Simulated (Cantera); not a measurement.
Feed: 1 mol Si2H6, 14 mol H2O, 120 mol N2, held at 37.5 Torr.

These are equilibrium values from Cantera (NASA tables, ideal gas, pure condensed phases), not measurements of a reactor. Candidate condensed phases: H2O, Si, SiO2, Si2N2O, Si3N4; 35 gas species. The feed counts by its element totals alone. The tables hold silica as quartz up to 1696 K and as liquid above; real silica turns to tridymite and cristobalite and melts near 1996 K. Kinetics and transport are ignored.

Q: Which condensed phases are stable at each of these points (T (K)): 673, 723, 773, 823, 873, 923, 973, 1023, 1073, 1123, 1173, 1223, 1273, 1323?

A: 
| T (K) | condensed phases | Si condensed (%) |
|---|---|---|
| 673 | SiO2(α-quartz) | 100.0 |
| 723 | SiO2(α-quartz) | 100.0 |
| 773 | SiO2(α-quartz) | 100.0 |
| 823 | SiO2(α-quartz) | 100.0 |
| 873 | SiO2(β-quartz) | 100.0 |
| 923 | SiO2(β-quartz) | 100.0 |
| 973 | SiO2(β-quartz) | 100.0 |
| 1023 | SiO2(β-quartz) | 100.0 |
| 1073 | SiO2(β-quartz) | 100.0 |
| 1123 | SiO2(β-quartz) | 100.0 |
| 1173 | SiO2(β-quartz) | 100.0 |
| 1223 | SiO2(β-quartz) | 100.0 |
| 1273 | SiO2(β-quartz) | 100.0 |
| 1323 | SiO2(β-quartz) | 100.0 |

From 673 K to 823 K the condensed part is SiO2(α-quartz). From 873 K to 1323 K the condensed part is SiO2(β-quartz).
